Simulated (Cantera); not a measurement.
## Ignition delay

Mixture: C3H8 : O2 : N2 = 1 : 2.78 : 10 (molar parts), at 4950 Torr, adiabatic and at constant volume. Ignition delay is the time to a rise of 400 K.

Model: GRI-Mech 3.0 (53 species, 325 reactions), integrated in Cantera. GRI-Mech 3.0 was tuned for natural gas; its chemistry of propane as a main component is partial and can be far from experiment.

```csv
T0 (K),delay (ms)
1225,1.34
1300,0.352
1375,0.109
1450,0.0403
1525,0.0176
```

| Quantity | Result |
|---|---|
| apparent activation energy between 1375 and 1525 K | 210 kJ/mol |
